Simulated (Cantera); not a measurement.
A closed system holds: 1 mol Hg, 0.68 mol H₂, held at 902 °C and 13.0 mbar.

Method: chemical equilibrium by Gibbs-energy minimisation in Cantera with the NASA 1993 tables (ideal gas, pure condensed phases). Candidate condensed phases: Hg; 3 gas species. Kinetics and transport are ignored.

Problem. What is the equilibrium state?

Solution. 
* **x(Hg)**: 0.595
* **x(H₂)**: 0.405
* **gas amount**: 1.680 mol
* **log10 activity of Hg(l) (absent)**: -4.33
